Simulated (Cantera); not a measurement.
Charge: 1 mol SiCl4, 0.73 mol H2, equilibrated at 550 K and 4.90 bar.

Equilibrium computed with Cantera from the NASA thermochemical tables; the gas is ideal and each condensed phase is pure. Candidate condensed phases: Si; 19 gas species. Rates play no part.

Question: What is the equilibrium state?

Answer: 
```json
{
  "x(SiCl4)": "0.577",
  "x(H2)": "0.421",
  "x(HCl)": "0.00136",
  "x(SiHCl3)": "0.00136",
  "gas_amount": "1.730 mol",
  "log10 activity of Si(s) (absent)": "-9.11"
}
```
